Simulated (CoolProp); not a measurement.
Vapour-liquid equilibrium of diethyl ether (1) + acetone (2) at 54.95 °C; x and y are mole fractions of (1).

Computed with CoolProp (multi-fluid Helmholtz-energy mixture model, Thol 2014 and Lemmon 2006; pair parameters Bell 2016).

Q: Give the bubble pressure and the first vapour's composition at x = 0.35, 0.8, 0.875. Is there an azeotrope?

A: x = 0.35: 1.563 bar, y = 0.568; x = 0.8: 1.942 bar, y = 0.848; x = 0.875: 1.972 bar, y = 0.896. No azeotrope shows between x = 0.05 and 0.95.

Pair parameters are fitted to limited data, so mixtures are less certain than the pure fluids.
